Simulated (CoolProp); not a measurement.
R123 at 262.23 K and 0.0141 MPa flows at 0.36 m/s in a round tube of 25 mm bore and 15 µm roughness, fully developed (64/Re and Nu = 3.66 if laminar; Colebrook and Gnielinski if turbulent). Each further row changes one setting.

Model: reference Helmholtz-energy equation of state, Younglove 1994, in CoolProp. It is a modified Benedict-Webb-Rubin equation, recast in Helmholtz form.

```json
[
 {"case": "as stated", "Reynolds number": "[?]", "Darcy friction factor": "[?]", "pressure drop (Pa/m)": "[?]", "heat-transfer coefficient (W/(m² K))": "1.04", "mass flow (kg/h)": "[?]"},
 {"case": "velocity 0.72 m/s", "Reynolds number": "1910", "Darcy friction factor": "0.0336", "pressure drop (Pa/m)": "[?]", "heat-transfer coefficient (W/(m² K))": "1.04", "mass flow (kg/h)": "[?]"},
 {"case": "diameter 50 mm", "Reynolds number": "1910", "Darcy friction factor": "0.0336", "pressure drop (Pa/m)": "[?]", "heat-transfer coefficient (W/(m² K))": "0.522", "mass flow (kg/h)": "[?]"}
]
```

Task: Complete the blanks.

Result: 
- as stated, Reynolds number: 953
- as stated, Darcy friction factor: 0.0672
- as stated, pressure drop (Pa/m): 0.174
- as stated, mass flow (kg/h): 0.635
- velocity 0.72 m/s, pressure drop (Pa/m): 0.348
- velocity 0.72 m/s, mass flow (kg/h): 1.27
- diameter 50 mm, pressure drop (Pa/m): 0.0435
- diameter 50 mm, mass flow (kg/h): 2.54

Viscosity comes from a separate model (Tanaka 1996). Thermal conductivity comes from a separate model (Laesecke 1996).
